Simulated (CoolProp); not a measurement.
Vapour-liquid equilibrium of R113 (1) + ethanol (2) at 121.45 °C; x and y are mole fractions of (1).

The numbers come from the multi-fluid Helmholtz-energy mixture model, Marx 1992 and Schroeder 2014; pair parameters Bell 2016 in CoolProp.

| x | bubble pressure (kPa) | y at the bubble point | dew pressure at overall composition x (kPa) | liquid density (mol/L) |
|---|---|---|---|---|
| 0.05 | 588.2 | 0.256 | 468.9 | 14.18 |
| 0.15 | 753.8 | 0.446 | 520.8 | 12.80 |
| 0.25 | 827.4 | 0.517 | 584.1 | 11.62 |
| 0.35 | 859.6 | 0.551 | 662.1 | 10.60 |
| 0.45 | 875.5 | 0.574 | 757.4 | 9.734 |
| 0.55 | 884.1 | 0.598 | 858.7 | 9.002 |
| 0.65 | 885.7 | 0.630 | 882.5 | 8.389 |
| 0.75 | 874.3 | 0.678 | 842.2 | 7.880 |
| 0.85 | 838.8 | 0.756 | 786.3 | 7.458 |
| 0.95 | 762.4 | 0.891 | 729.1 | 7.108 |

y crosses x between x = 0.55 and 0.65: the model has an azeotrope there.

Pair parameters are fitted to limited data, so mixtures are less certain than the pure fluids. With so large a gap from Raoult's law the liquid may split in two, which this calculation doesn't test in full.
